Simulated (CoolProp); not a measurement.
Saturation properties of carbon monoxide.

Model: reference Helmholtz-energy equation of state, Lemmon 2006, in CoolProp. It is a short technical equation, of lower accuracy than the large ones.

```tsv
T (°C)	p (MPa)	vapour density (kg/m³)	enthalpy of vaporisation (kJ/kg)
-173.55	0.5284	20.60	185.0
-169.95	0.6847	26.57	177.5
-166.45	0.8661	33.65	169.5
-162.85	1.086	42.56	160.3
-159.35	1.336	53.18	150.3
-155.75	1.634	66.75	138.5
-152.25	1.966	83.49	125.3
-148.65	2.357	106.2	108.8
-145.15	2.790	137.8	88.03
```

It boils at -191.5 °C under 1 atm.
